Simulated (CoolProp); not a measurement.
The fluid at 293.15 K and 0.376 MPa expands adiabatically to 0.034 MPa with isentropic efficiency 0.9. The same conditions are run with several fluids, on thermodynamics alone (safety and materials aside).

Model: reference Helmholtz-energy equation of state of each fluid (propylene: Lemmon 2013; R22: Kamei 1995; propane: Lemmon 2009; carbonyl sulfide: Lemmon 2006), in CoolProp.

Task: Rank propylene, R22, propane, carbonyl sulfide by work (kJ/kg), highest first.

Result: propylene (102), propane (98.8), carbonyl sulfide (67.5), R22 (48.7)

```json
[
 {"fluid": "propylene", "final temperature (K)": "212.3", "final phase": "gas", "final density (kg/m³)": "0.822"},
 {"fluid": "R22", "final temperature (K)": "211.5", "final phase": "two-phase, vapour fraction 0.981", "final density (kg/m³)": "1.73"},
 {"fluid": "propane", "final temperature (K)": "220.2", "final phase": "gas", "final density (kg/m³)": "0.831"},
 {"fluid": "carbonyl sulfide", "final temperature (K)": "201.9", "final phase": "two-phase, vapour fraction 0.959", "final density (kg/m³)": "1.29"}
]
```
